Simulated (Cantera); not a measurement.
**Counterflow diffusion flame**

A counterflow diffusion flame at 1.18 atm, nozzles 20 mm apart: fuel side CH₄ = 1 (molar parts) at 575 K, oxidiser side O₂ : N₂ = 0.27 : 0.73 (molar parts) at 575 K, fuel mass flux 0.62 times the oxidiser's; mixture-averaged transport, no radiation.

Detailed kinetics in Cantera: GRI-Mech 3.0 (53 species, 325 reactions). GRI-Mech 3.0 has no aromatics or soot, which form on the fuel side of real flames. The maximum strain rate includes the flame's own expansion and is several times the mean.

```csv
oxidiser flux (kg/m²/s),max strain (1/s),mean strain (1/s),T max (K),peak x OH,peak x H,peak x NO,peak x CO,peak x C₂H₂
0.3,218,43.6,2421,0.0154,0.00640,0.000743,0.0952,0.0236
0.4,280,58.2,2397,0.0154,0.00663,0.000654,0.0931,0.0231
0.54,366,78.5,2376,0.0154,0.00688,0.000583,0.0911,0.0225
0.72,473,105,2359,0.0154,0.00713,0.000529,0.0893,0.0218
0.96,614,140,2346,0.0154,0.00742,0.000484,0.0877,0.0211
1.3,808,189,2335,0.0154,0.00772,0.000440,0.0862,0.0204
1.7,1030,247,2323,0.0153,0.00794,0.000400,0.0848,0.0197
2.3,1360,335,2309,0.0150,0.00816,0.000355,0.0834,0.0188
```
x: mole fraction; the columns are a selection and need not sum to one.
